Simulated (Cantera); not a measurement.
Feed: 1 mol SiCl₄, 0.46 mol O₃, a varied amount of N₂, held at 1052 °C and 10000 Pa.

Method: chemical equilibrium by Gibbs-energy minimisation in Cantera with the NASA 1993 tables (ideal gas, pure condensed phases). Candidate condensed phases: Si, SiO₂, Si₂N₂O, Si₃N₄; 23 gas species. The tables hold silica as quartz up to 1696 K and as liquid above; real silica turns to tridymite and cristobalite and melts near 1996 K. The numbers say what is thermodynamically allowed, not how fast it happens.

At 15 mol N₂, list the 4 most abundant gas species with their mole fractions, and the condensed phases.

N₂ 0.893, Cl₂ 0.0754, SiCl₄ 0.0184, Cl 0.0134. Condensed: SiO₂(β-quartz).
